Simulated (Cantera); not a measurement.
CF₄ + CH₄ (fluorocarbon and chlorocarbon gases)

Feed: 1 mol CF₄, 0.37 mol CH₄, at 2925 K.

Method: chemical equilibrium by Gibbs-energy minimisation in Cantera with the NASA 1993 tables (ideal gas, pure condensed phases). Candidate condensed phases: C, C₆H₆, C₇H₈, C₈H₁₈; 95 gas species. The tables' values for C₂F₄ are old estimates; treat these amounts as uncertain. Gases not in the tables: C₂F₆ and larger saturated fluorocarbons. The numbers say what is thermodynamically allowed, not how fast it happens.

```tsv
P (Pa)	x F	x HF	x CF₂	x H	x C	x C₃	x CF	x CF₄	x C₂	x CF₃	n C(graphite)
1	0.586	0.0146	2.16e-6	0.209	0.174	0.00500	0.00412	<1e-12	0.00700	2.76e-12	0
4.20	0.593	0.0559	2.56e-5	0.188	0.114	0.0249	0.0115	<1e-12	0.0127	1.39e-10	0
18	0.578	0.155	0.000216	0.125	0.0551	0.0514	0.0232	5.34e-12	0.0126	4.88e-9	0
75	0.545	0.260	0.00142	0.0531	0.0234	0.0680	0.0387	5.42e-10	0.00947	1.26e-7	0
320	0.537	0.330	0.00815	0.0161	0.00762	0.0429	0.0529	5.50e-8	0.00429	3.05e-6	0.473
1300	0.527	0.370	0.0319	0.00452	0.00187	0.0106	0.0520	3.43e-6	0.00106	4.76e-5	0.894
5600	0.447	0.404	0.0990	0.00135	0.000435	0.00245	0.0441	0.000142	0.000245	0.000540	0.814
24000	0.310	0.449	0.203	0.000506	0.000102	0.000572	0.0305	0.00257	5.73e-5	0.00329	0.575
100000	0.176	0.501	0.275	0.000238	2.44e-5	0.000137	0.0174	0.0195	1.37e-5	0.0105	0.416
```
x: gas mole fraction; n: condensed amount in mol.

From 1.00 Pa to 75.0 Pa nothing is condensed. From 3.20 mbar to 1.00 bar the condensed part is C(graphite). The main C-bearing gas is C at 1.00 Pa and CF₂ at 1.00 bar.
